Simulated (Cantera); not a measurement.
**Premixed flame**

A freely propagating, adiabatic, planar premixed flame of H2 : O2 : N2 = 1 : 0.562 : 2.11 (molar parts), unburnt at 300 K and 1.00 atm; multicomponent transport, grid criteria slope 0.08 and curve 0.16, no radiation.

Detailed kinetics in Cantera: the H2/O2 subset of GRI-Mech 3.0, which has no nitrogen chemistry. Burning velocities carry a grid error of a few per cent, more on coarse grids.

```json
[
 {"z (mm)": "-0.990", "T (K)": "300", "u (m/s)": "1.97", "x H2": "0.272", "x O2": "0.153", "x H2O": "<1e-8", "x OH": "<1e-8", "x H": "<1e-8", "x HO2": "<1e-8"},
 {"z (mm)": "-0.660", "T (K)": "300", "u (m/s)": "1.97", "x H2": "0.272", "x O2": "0.153", "x H2O": "<1e-8", "x OH": "<1e-8", "x H": "<1e-8", "x HO2": "<1e-8"},
 {"z (mm)": "-0.495", "T (K)": "300", "u (m/s)": "1.97", "x H2": "0.272", "x O2": "0.153", "x H2O": "7.33e-8", "x OH": "<1e-8", "x H": "<1e-8", "x HO2": "<1e-8"},
 {"z (mm)": "-0.330", "T (K)": "300", "u (m/s)": "1.97", "x H2": "0.272", "x O2": "0.153", "x H2O": "1.84e-6", "x OH": "<1e-8", "x H": "<1e-8", "x HO2": "1.11e-7"},
 {"z (mm)": "-0.165", "T (K)": "316", "u (m/s)": "2.05", "x H2": "0.262", "x O2": "0.155", "x H2O": "0.000450", "x OH": "2.88e-6", "x H": "6.31e-8", "x HO2": "3.34e-5"},
 {"z (mm)": "-0.0825", "T (K)": "542", "u (m/s)": "3.39", "x H2": "0.223", "x O2": "0.153", "x H2O": "0.0176", "x OH": "0.000715", "x H": "0.000799", "x HO2": "0.000467"},
 {"z (mm)": "0", "T (K)": "1015", "u (m/s)": "6.13", "x H2": "0.150", "x O2": "0.127", "x H2O": "0.0848", "x OH": "0.00164", "x H": "0.0123", "x HO2": "0.000156"},
 {"z (mm)": "0.0825", "T (K)": "1363", "u (m/s)": "8.12", "x H2": "0.0758", "x O2": "0.0799", "x H2O": "0.173", "x OH": "0.00531", "x H": "0.0279", "x HO2": "7.31e-5"},
 {"z (mm)": "0.165", "T (K)": "1558", "u (m/s)": "9.25", "x H2": "0.0409", "x O2": "0.0503", "x H2O": "0.223", "x OH": "0.00937", "x H": "0.0319", "x HO2": "4.00e-5"},
 {"z (mm)": "0.330", "T (K)": "1745", "u (m/s)": "10.3", "x H2": "0.0287", "x O2": "0.0370", "x H2O": "0.247", "x OH": "0.0128", "x H": "0.0250", "x HO2": "2.33e-5"},
 {"z (mm)": "0.660", "T (K)": "1912", "u (m/s)": "11.2", "x H2": "0.0243", "x O2": "0.0322", "x H2O": "0.260", "x OH": "0.0140", "x H": "0.0154", "x HO2": "1.49e-5"},
 {"z (mm)": "1.32", "T (K)": "2051", "u (m/s)": "11.9", "x H2": "0.0186", "x O2": "0.0283", "x H2O": "0.274", "x OH": "0.0135", "x H": "0.00834", "x HO2": "9.12e-6"},
 {"z (mm)": "2.64", "T (K)": "2156", "u (m/s)": "12.4", "x H2": "0.0125", "x O2": "0.0254", "x H2O": "0.286", "x OH": "0.0116", "x H": "0.00390", "x HO2": "5.42e-6"}
]
```
x: mole fraction of selected species; z is measured from the peak of heat release.

| Item | Value |
|---|---|
| laminar burning velocity | 197 cm/s |
| thermal thickness | 0.330 mm |
| peak x(OH) | 0.0140 |
| peak x(H) | 0.0320 |
| peak x(HO2) | 0.000497 |
| grid points | 114 |
